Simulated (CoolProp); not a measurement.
Saturation properties of octamethyltrisiloxane (MDM) (Tc = 565.4 K, pc = 1438 kPa, ω = 0.528).

Model: reference Helmholtz-energy equation of state, Thol 2017, in CoolProp.

| T (K) | p (kPa) | liquid density (kg/m³) | enthalpy of vaporisation (kJ/kg) | surface tension (mN/m) |
|---|---|---|---|---|
| 290.7 | 0.3017 | 822.7 | 207.3 | 17.3 |
| 305.2 | 0.7815 | 808.2 | 201.5 | 16.0 |
| 319.7 | 1.815 | 793.4 | 195.9 | 14.7 |
| 334.2 | 3.840 | 778.5 | 190.2 | 13.4 |
| 348.7 | 7.501 | 763.2 | 184.6 | 12.2 |
| 363.2 | 13.68 | 747.6 | 178.8 | 11.0 |
| 377.7 | 23.51 | 731.7 | 173.0 | 9.86 |
| 392.2 | 38.39 | 715.3 | 167.1 | 8.75 |
| 406.8 | 60.14 | 698.2 | 160.9 | 7.69 |
| 421.3 | 90.34 | 680.6 | 154.5 | 6.67 |
| 435.8 | 131.2 | 662.2 | 147.8 | 5.70 |
| 450.3 | 185.0 | 642.8 | 140.8 | 4.78 |
| 464.8 | 254.2 | 622.1 | 133.2 | 3.92 |

It boils at 425.6 K under 1 atm.

Surface tension comes from a separate correlation (Mulero 2014), older than this fluid's equation and unchecked against measurements.
